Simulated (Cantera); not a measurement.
Input: 1 mol CH3Cl, 0.11 mol Si, 0.096 mol H2, 0.5 mol Cl2, at 7.00 Pa.

Equilibrium computed with Cantera from the NASA thermochemical tables; the gas is ideal and each condensed phase is pure. Candidate condensed phases: C, C6H6, C7H8, C8H18, Si, SiC; 109 gas species. The numbers say what is thermodynamically allowed, not how fast it happens.

### Question
Which condensed phases are stable at each of these points (T (K)): 1423, 1523, 1623, 1723, 1823, 1923, 2023, 2123, 2223, 2323?

### Answer
```json
[
 {"T (K)": "1423", "condensed phases": "C(graphite) + SiC(s)", "Si condensed (%)": "24.7"},
 {"T (K)": "1523", "condensed phases": "C(graphite)", "Si condensed (%)": "0.0"},
 {"T (K)": "1623", "condensed phases": "C(graphite)", "Si condensed (%)": "0.0"},
 {"T (K)": "1723", "condensed phases": "C(graphite)", "Si condensed (%)": "0.0"},
 {"T (K)": "1823", "condensed phases": "C(graphite)", "Si condensed (%)": "0.0"},
 {"T (K)": "1923", "condensed phases": "C(graphite)", "Si condensed (%)": "0.0"},
 {"T (K)": "2023", "condensed phases": "C(graphite)", "Si condensed (%)": "0.0"},
 {"T (K)": "2123", "condensed phases": "C(graphite)", "Si condensed (%)": "0.0"},
 {"T (K)": "2223", "condensed phases": "C(graphite)", "Si condensed (%)": "0.0"},
 {"T (K)": "2323", "condensed phases": "C(graphite)", "Si condensed (%)": "0.0"}
]
```

At 1423 K the condensed part is C(graphite) + SiC(s). From 1523 K to 2323 K the condensed part is C(graphite).
